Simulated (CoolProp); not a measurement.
CHF3 (R23) at several states: fugacity coefficient from the reference equation and from simpler models built on Tc = 299.3 K, pc = 4.832 MPa, ω = 0.263; each cubic takes its own stable root.

The numbers come from the reference Helmholtz-energy equation of state, Penoncello 2003 in CoolProp.

| T (K) | p (MPa) | phase | reference | van der Waals | Redlich-Kwong | Soave-Redlich-Kwong |
|---|---|---|---|---|---|---|
| 432.7 | 4.34 | gas | 0.9210 | 0.8995 | 0.9068 | ? |
| 233 | 5.22 | liquid | ? | ? | 0.1868 | 0.1409 |
| 421 | 0.0611 | gas | 0.9987 | 0.9984 | 0.9985 | 0.9989 |

**Question.** What belongs in the gaps?

**Answer.** 
- 432.7, Soave-Redlich-Kwong: 0.9348
- 233, reference: 0.1334
- 233, van der Waals: 0.3048
